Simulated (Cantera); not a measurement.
Input (Python, Cantera) and output of one run.

```python
import numpy as np
import cantera as ct

gas_names = """
    CL CL2 H HCL H2 N NH NH2 NH3 N2 N2H2 N2H4 Si SiCL SiCL2 SiCL3 SiCL4 SiH SiHCL3 SiH2 SiH2CL2 SiH3
    SiH3CL SiH4 SiN Si2 Si2N Si3
""".split()
cond_names = """
    NH4CL(a) NH4CL(b) Si(cr) Si(L) Si3N4(a)
""".split()


def load(file, names, dense=False):
    # The tables refer to 1 bar. Condensed volumes are neglected.
    table = {s.name: s for s in ct.Species.list_from_file(file)}
    out = []
    for n in names:
        d = dict(table[n].input_data)
        d["thermo"] = dict(d["thermo"], **{"reference-pressure": 1e5})
        if dense:
            d["equation-of-state"] = {"model": "constant-volume", "density": "1e6 g/cm^3"}
        out.append(ct.Species.from_dict(d))
    return out


gas = ct.Solution(thermo="ideal-gas", species=load("nasa_gas.yaml", gas_names))
cond = {s.name: ct.Solution(thermo="fixed-stoichiometry", species=[s], name=s.name)
        for s in load("nasa_condensed.yaml", cond_names, dense=True)}
atoms = {
    'SiCl4': {'Si': 1, 'CL': 4},
    'NH3': {'N': 1, 'H': 3},
    'N2': {'N': 2},
}
top_T = {'Si3N4(a)': 2400}  # K; cautious upper limits of use, not melting points


def equilibrate(T, P, feed):
    n = {}
    for name, mol in feed.items():
        for a, k in atoms[name].items():
            n[a] = n.get(a, 0.0) + k * mol
    gas.TPX = T, P, n
    mass = sum(n.values()) * gas.mean_molecular_weight
    gas.equilibrate("TP")
    valid = [c for c in cond.values() if c.min_temp <= T <= top_T.get(c.name, c.max_temp)]
    mix = ct.Mixture([(gas, mass / gas.mean_molecular_weight)] + [(c, 0.0) for c in valid])
    mix.T, mix.P = T, P
    mix.equilibrate("TP", solver="vcs", rtol=1e-11, max_steps=5000)
    return mix


results = []
feed = {'SiCl4': 1, 'NH3': 1, 'N2': 6.8}  # mol
P = 79  # Pa
for T in [1173, 1198, 1223, 1248, 1273, 1298, 1323, 1348, 1373, 1398, 1423, 1448, 1473, 1498]:
    mix = equilibrate(T, P, feed)
    results.append((T, P, feed, dict(zip(mix.species_names, mix.species_moles))))

top = {s: max(r[3][s] / sum(r[3][g] for g in gas_names) for r in results) for s in gas_names}
cols = sorted((s for s in top if top[s] > 0.001), key=lambda s: -top[s])[:5]
seen = [c for c in cond_names if any(r[3].get(c, 0) > 1e-12 for r in results)]
print("log10 of partial pressures in bar; condensed amounts in mol")
print(f"{'T/K':>10s}" + "".join(f"{s[:9]:>10s}" for s in cols + seen))
for T, P, feed, n in results:
    ng = sum(n[g] for g in gas_names)
    print(f"{T:10.4g}" + "".join(f"{np.log10(max(n[s] / ng * P / 1e5, 1e-99)):10.3f}" for s in cols)
          + "".join(f"{n.get(c, 0):10.4g}" for c in seen))
```

Result:

```
log10 of partial pressures in bar; condensed amounts in mol
       T/K        N2       HCL     SiCL2        H2     SiCL4  Si3N4(a)
      1173    -3.262    -3.748    -5.700    -4.541    -4.507    0.1821
      1198    -3.263    -3.748    -5.452    -4.545    -4.530    0.1782
      1223    -3.263    -3.749    -5.219    -4.545    -4.563    0.1715
      1248    -3.264    -3.753    -5.004    -4.542    -4.611    0.1611
      1273    -3.265    -3.760    -4.809    -4.534    -4.680    0.1459
      1298    -3.266    -3.770    -4.637    -4.518    -4.777    0.1252
      1323    -3.267    -3.785    -4.490    -4.494    -4.907   0.09937
      1348    -3.268    -3.805    -4.370    -4.462    -5.076   0.06967
      1373    -3.269    -3.831    -4.276    -4.422    -5.280   0.03815
      1398    -3.269    -3.861    -4.204    -4.378    -5.512  0.006599
      1423    -3.270    -3.863    -4.183    -4.379    -5.686         0
      1448    -3.270    -3.858    -4.175    -4.389    -5.841         0
      1473    -3.271    -3.853    -4.168    -4.398    -5.997         0
      1498    -3.271    -3.850    -4.163    -4.404    -6.151         0
```

These are equilibrium values from Cantera (NASA tables, ideal gas, pure condensed phases), not measurements of a reactor. The tables' values for SiCl3 are old estimates; treat these amounts as uncertain.
